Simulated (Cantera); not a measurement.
A Cantera script and its output.

```python
import numpy as np
import cantera as ct

gas = ct.Solution("SiF4_NH3_mec.yaml", "gas")
gas.TPX = 1850, 45000, {'NH3': 1, 'H2': 1.2}
inlet = ct.Reservoir(gas, clone=True)

reactor = ct.IdealGasConstPressureReactor(gas, energy="off", clone=False)
exhaust = ct.Reservoir(gas, clone=True)
tau = [0.93, 0.58, 0.36, 0.22, 0.14, 0.085, 0.053, 0.033, 0.02, 0.013, 0.0078][0]
for a, b in ((inlet, reactor), (reactor, exhaust)):
    ct.MassFlowController(a, b, mdot=lambda t: reactor.mass / tau)
net = ct.ReactorNet([reactor])
show = ['NH3', 'H2', 'N2', 'H', 'N2H4']

rows = []
print(f"{'tau/s':>10s}{'T/K':>9s}" + "".join(f"{s:>11s}" for s in show))
for tau in [0.93, 0.58, 0.36, 0.22, 0.14, 0.085, 0.053, 0.033, 0.02, 0.013, 0.0078]:
    net.initial_time = 0.0
    net.advance(30 * tau)
    before = gas.X
    net.advance(40 * tau)
    drift = np.max(np.abs(gas.X - before) / (gas.X + 1e-9))
    rows.append([gas.T, *gas[show].X, drift])
    print(f"{tau:10.3e}{gas.T:9.1f}" + "".join(f"{x:11.3e}" for x in gas[show].X))
```

Output:

```
     tau/s      T/K        NH3         H2         N2          H       N2H4
 9.300e-01   1850.0  1.563e-01  7.408e-01  1.024e-01  2.826e-04  2.077e-08
 5.800e-01   1850.0  2.032e-01  7.101e-01  8.631e-02  2.493e-04  2.975e-08
 3.600e-01   1850.0  2.538e-01  6.768e-01  6.888e-02  2.211e-04  4.020e-08
 2.200e-01   1850.0  3.043e-01  6.437e-01  5.152e-02  1.981e-04  5.123e-08
 1.400e-01   1850.0  3.448e-01  6.172e-01  3.760e-02  1.820e-04  6.042e-08
 8.500e-02   1850.0  3.803e-01  5.938e-01  2.537e-02  1.692e-04  6.866e-08
 5.300e-02   1850.0  4.050e-01  5.776e-01  1.687e-02  1.609e-04  7.434e-08
 3.300e-02   1850.0  4.223e-01  5.663e-01  1.092e-02  1.550e-04  7.812e-08
 2.000e-02   1850.0  4.345e-01  5.583e-01  6.741e-03  1.506e-04  8.030e-08
 1.300e-02   1850.0  4.414e-01  5.538e-01  4.381e-03  1.476e-04  8.089e-08
 7.800e-03   1850.0  4.466e-01  5.503e-01  2.576e-03  1.443e-04  8.007e-08
```

Detailed kinetics in Cantera: the gas-phase N/H chemistry of the illustrative SiF4/NH3 mechanism in the Surface Chemkin manual (1991). Walls and surfaces, which speed up NH3 decomposition in real reactors, are not modelled.
